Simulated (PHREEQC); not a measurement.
Consider water at 29 °C with 0.00021 mol/kgw Na2S, 9.8e-05 mol/kgw K3PO4 and 4.2e-06 mol/kgw NH4BF4. Closed to the air; pH follows from the charge balance.

Model: ion-association model, phreeqc.dat, run in PHREEQC.

This is a speciation only: nothing precipitates in the calculation.

Task: Estimate the pH, specific conductance.

Result: pH 10.31; specific conductance 132 µS/cm.

Task: In which forms is B present?

Result: H2BO3- 93 %, H3BO3 7.2 % of the B.

Real BF4- forms and hydrolyses slowly; the run takes it at equilibrium.
